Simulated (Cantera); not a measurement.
Input: 1 mol SiH₂Cl₂, 22 mol N₂, 0.34 mol H₂, at 0.100 bar.

Method: chemical equilibrium by Gibbs-energy minimisation in Cantera with the NASA 1993 tables (ideal gas, pure condensed phases). Candidate condensed phases: NH₄Cl, Si, Si₃N₄; 28 gas species. The tables' values for SiCl₃ are old estimates; treat these amounts as uncertain. Equilibrium is a limit: real reactors are often held back by kinetics, nucleation or transport.

Task: At 1227 °C, list the 4 most abundant gas species with their mole fractions, and the condensed phases.

Result: N₂ 0.904, HCl 0.0663, H₂ 0.0233, SiCl₂ 0.00394. Condensed: Si₃N₄(s).
